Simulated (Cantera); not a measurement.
## Premixed flame

A freely propagating, adiabatic, planar premixed flame of H₂ : O₂ : N₂ = 1 : 0.385 : 1.42 (molar parts), equivalence ratio 1.3, unburnt at 573 K and 1000000 Pa; mixture-averaged transport, grid criteria slope 0.08 and curve 0.16, no radiation.

Computed with Cantera and the H2/O2 subset of GRI-Mech 3.0, which has no nitrogen chemistry. The hydrogen kinetics of GRI-Mech 3.0 are dated; newer H2 mechanisms differ, most at raised pressure. Burning velocities carry a grid error of a few per cent, more on coarse grids.

```tsv
z (mm)	T (K)	u (m/s)	x H₂	x O₂	x H	x HO₂	x O	x OH
-0.0702	573	7.47	0.357	0.137	<1e-8	<1e-8	<1e-8	<1e-8
-0.0468	573	7.47	0.356	0.137	<1e-8	<1e-8	<1e-8	<1e-8
-0.0351	573	7.47	0.356	0.137	<1e-8	7.92e-8	<1e-8	<1e-8
-0.0234	574	7.47	0.355	0.138	<1e-8	3.09e-6	6.52e-8	<1e-8
-0.0117	640	8.13	0.336	0.140	5.05e-5	0.000697	1.27e-5	5.32e-5
-0.00585	973	11.9	0.288	0.131	0.00310	0.00127	0.000362	0.00128
0	1456	17.3	0.210	0.0941	0.0174	0.000607	0.00251	0.00359
0.00585	1797	21.0	0.142	0.0486	0.0326	0.000270	0.00446	0.00782
0.0117	1983	23.1	0.109	0.0230	0.0375	0.000115	0.00463	0.0113
0.0234	2162	25.0	0.0924	0.00782	0.0332	3.51e-5	0.00374	0.0136
0.0468	2312	26.5	0.0903	0.00352	0.0235	1.44e-5	0.00224	0.0124
0.0937	2427	27.6	0.0901	0.00174	0.0150	6.27e-6	0.00108	0.00955
0.187	2503	28.3	0.0898	0.000751	0.00926	2.28e-6	0.000452	0.00661
```
x: mole fraction of selected species; z is measured from the peak of heat release.

```json
{
 "laminar_burning_velocity": "747 cm/s",
 "thermal_thickness": "0.0234 mm",
 "peak x(H)": "0.0376",
 "peak x(HO₂)": "0.00148",
 "peak x(O)": "0.00469",
 "peak x(OH)": "0.0136"
}
```
